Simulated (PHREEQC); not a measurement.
Consider water at 10 °C and 50 atm with 0.078 mol/kgw ZnCl2, 0.026 mol/kgw KCl and 0.21 mol/kgw H2SO4. Closed to the air; pH follows from the charge balance.

Equilibrium calculation in PHREEQC: ion-association model, phreeqc.dat.

```tsv
quantity	before	after
pH	0.68	0.53
HSO4- (mol/kgw)	0.147	0.240
Zn+2 (mol/kgw)	0.0541	0.0531
SO4-2 (mol/kgw)	0.0362	0.0460
ZnSO4 (mol/kgw)	0.0159	0.0163
SI of Sylvite (KCl)	-3.55	-3.57
```

**Question.** Name the change that produced these shifts.
A) 0.014 mol/kgw MnCl2 added
B) H2SO4 replaced by NaHSO4 at the same molality
C) temperature from 10 to 55 °C
D) H2SO4 from 0.21 to 0.315 mol/kgw

**Answer.** D, H2SO4 from 0.21 to 0.315 mol/kgw

No solid was allowed to form. Under pressure, the constants of complexes without a molar volume in the database are unreliable. Away from 25 °C the constants follow the database's enthalpies or fits; those with neither stay at their 25 °C values.
